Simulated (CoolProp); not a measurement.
The fluid at 298.15 K and 0.104 MPa flows at 2.7 m/s in a round tube of 50 mm bore and 1.5 µm roughness, fully developed (64/Re and Nu = 3.66 if laminar; Colebrook and Gnielinski if turbulent). The same conditions are run with several fluids, on thermodynamics alone (safety and materials aside).

The numbers come from the reference Helmholtz-energy equation of state of each fluid (CH2F2 (R32): Tillner-Roth 1997; R152A: Outcalt 1996; methane: Setzmann 1991; R407C: Lemmon 2003; oxygen: Schmidt 1985) in CoolProp. Blends and air are pseudo-pure fits.

```csv
fluid,Reynolds number,Darcy friction factor,pressure drop (Pa/m),heat-transfer coefficient (W/(m² K)),mass flow (kg/h)
CH2F2 (R32),22300,0.0253,[?],16.6,[?]
R152A,34400,0.0228,4.72,24.3,54.1
methane,8130,0.0327,[?],[?],[?]
R407C,40500,0.0220,[?],24.9,70.2
oxygen,8820,0.0320,[?],14.1,[?]
```

**Question.** What belongs in the gaps?

**Answer.** 
- CH2F2 (R32), pressure drop (Pa/m): 4.07
- CH2F2 (R32), mass flow (kg/h): 42.2
- methane, pressure drop (Pa/m): 1.61
- methane, heat-transfer coefficient (W/(m² K)): 17.2
- methane, mass flow (kg/h): 12.9
- R407C, pressure drop (Pa/m): 5.90
- oxygen, pressure drop (Pa/m): 3.13
- oxygen, mass flow (kg/h): 25.6

Transport values come from each fluid's own correlations; those of CH2F2 (R32), R152A are estimates that may be off by 10 % or more.
